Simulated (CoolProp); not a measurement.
Saturation properties of nitrous oxide (Tc = 309.5 K, pc = 7245 kPa, ω = 0.161).

The numbers come from the reference Helmholtz-energy equation of state, Lemmon 2006 in CoolProp. It is a short technical equation, of lower accuracy than the large ones.

| T (K) | p (kPa) | vapour density (kg/m³) | enthalpy of vaporisation (kJ/kg) |
|---|---|---|---|
| 206.2 | 314.9 | 8.587 | 348.7 |
| 216.5 | 495.3 | 13.17 | 335.2 |
| 226.8 | 744.6 | 19.45 | 320.7 |
| 237.2 | 1081 | 27.98 | 304.6 |
| 247.5 | 1513 | 39.16 | 287.0 |
| 257.8 | 2059 | 53.87 | 267.4 |
| 268.1 | 2736 | 73.33 | 245.0 |
| 278.5 | 3572 | 99.86 | 218.5 |
| 288.8 | 4572 | 137.0 | 186.3 |
| 299.1 | 5772 | 195.8 | 142.7 |

It boils at 184.7 K under 1 atm.
